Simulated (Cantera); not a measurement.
Cantera run, input and output.

```python
import numpy as np
import cantera as ct

gas = ct.Solution("gri30.yaml")
gas.TPX = 1100, 110000, {'N2O': 1}
inlet = ct.Reservoir(gas, clone=True)

reactor = ct.IdealGasConstPressureReactor(gas, energy="off", clone=False)
exhaust = ct.Reservoir(gas, clone=True)
tau = [2.9, 1.3, 0.58, 0.26, 0.12, 0.053, 0.024, 0.011, 0.0048, 0.0021][0]
for a, b in ((inlet, reactor), (reactor, exhaust)):
    ct.MassFlowController(a, b, mdot=lambda t: reactor.mass / tau)
net = ct.ReactorNet([reactor])
show = ['N2O', 'NO2', 'O', 'N2', 'NO', 'O2']

rows = []
print(f"{'tau/s':>10s}{'T/K':>9s}" + "".join(f"{s:>11s}" for s in show))
for tau in [2.9, 1.3, 0.58, 0.26, 0.12, 0.053, 0.024, 0.011, 0.0048, 0.0021]:
    net.initial_time = 0.0
    net.advance(30 * tau)
    before = gas.X
    net.advance(40 * tau)
    drift = np.max(np.abs(gas.X - before) / (gas.X + 1e-9))
    rows.append([gas.T, *gas[show].X, drift])
    print(f"{tau:10.3e}{gas.T:9.1f}" + "".join(f"{x:11.3e}" for x in gas[show].X))
```

Result:

```
     tau/s      T/K        N2O        NO2          O         N2         NO         O2
 2.900e+00   1100.0  7.561e-01  1.490e-04  2.668e-07  1.575e-01  1.012e-02  7.612e-02
 1.300e+00   1100.0  8.697e-01  8.070e-05  2.877e-07  8.406e-02  5.627e-03  4.056e-02
 5.800e-01   1100.0  9.362e-01  3.821e-05  2.995e-07  4.114e-02  2.815e-03  1.984e-02
 2.600e-01   1100.0  9.701e-01  1.621e-05  3.053e-07  1.928e-02  1.335e-03  9.296e-03
 1.200e-01   1100.0  9.859e-01  6.286e-06  3.080e-07  9.083e-03  6.330e-04  4.378e-03
 5.300e-02   1100.0  9.937e-01  1.974e-06  3.092e-07  4.051e-03  2.837e-04  1.953e-03
 2.400e-02   1100.0  9.971e-01  5.464e-07  3.096e-07  1.842e-03  1.295e-04  8.880e-04
 1.100e-02   1100.0  9.987e-01  1.358e-07  3.096e-07  8.456e-04  5.955e-05  4.077e-04
 4.800e-03   1100.0  9.994e-01  2.830e-08  3.094e-07  3.691e-04  2.602e-05  1.779e-04
 2.100e-03   1100.0  9.997e-01  5.630e-09  3.088e-07  1.614e-04  1.137e-05  7.770e-05
```

Model: GRI-Mech 3.0 (53 species, 325 reactions), integrated in Cantera. GRI-Mech 3.0 was tuned for natural gas; its chemistry of N2O as a main component is partial and can be far from experiment. The mechanism lacks the step 2 NO + O2 → 2 NO2, which can matter for NO2 below about 1400 K. The temperature is held fixed by assumption; the heat of reaction is taken as removed at once.
